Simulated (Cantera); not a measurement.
Charge: 1 mol TiCl₄, a varied amount of O₂, 120 mol H₂, at 46000 Pa.

Equilibrium computed with Cantera from the NASA thermochemical tables; the gas is ideal and each condensed phase is pure. Candidate condensed phases: H₂O, Ti, TiCl₂, TiCl₃, TiCl₄, TiO, TiO₂, Ti₂O₃, Ti₃O₅, Ti₄O₇; 23 gas species. Mutual solubility and eutectic melting of coexisting phases are not modelled. The tables' values for TiCl₂ are old estimates. TiO: taken at fixed stoichiometry. Condensed phases not in the tables: Magnéli phases beyond Ti₄O₇, TiOCl. Rates play no part.

Question: What condenses at these points (T in K, n(O₂) in mol): (1825, 0.052); (1675, 3.2); (1375, 0.98); (1450, 0.54); (1900, 0.98); (1225, 0.98); (1975, 0.98); (1000, 0.54)?

Answer: 
```json
[
 {"T (K)": "1825", "n(O₂) in mol": "0.052", "condensed phases": "TiO", "Ti condensed (%)": "10.4"},
 {"T (K)": "1675", "n(O₂) in mol": "3.2", "condensed phases": "Ti₄O₇", "Ti condensed (%)": "100.0"},
 {"T (K)": "1375", "n(O₂) in mol": "0.98", "condensed phases": "Ti₄O₇", "Ti condensed (%)": "100.0"},
 {"T (K)": "1450", "n(O₂) in mol": "0.54", "condensed phases": "Ti₂O₃", "Ti condensed (%)": "72.0"},
 {"T (K)": "1900", "n(O₂) in mol": "0.98", "condensed phases": "Ti₃O₅", "Ti condensed (%)": "99.9"},
 {"T (K)": "1225", "n(O₂) in mol": "0.98", "condensed phases": "TiO₂ + Ti₄O₇", "Ti condensed (%)": "100.0"},
 {"T (K)": "1975", "n(O₂) in mol": "0.98", "condensed phases": "Ti₂O₃ + Ti₃O₅", "Ti condensed (%)": "99.9"},
 {"T (K)": "1000", "n(O₂) in mol": "0.54", "condensed phases": "Ti₂O₃", "Ti condensed (%)": "72.0"}
]
```
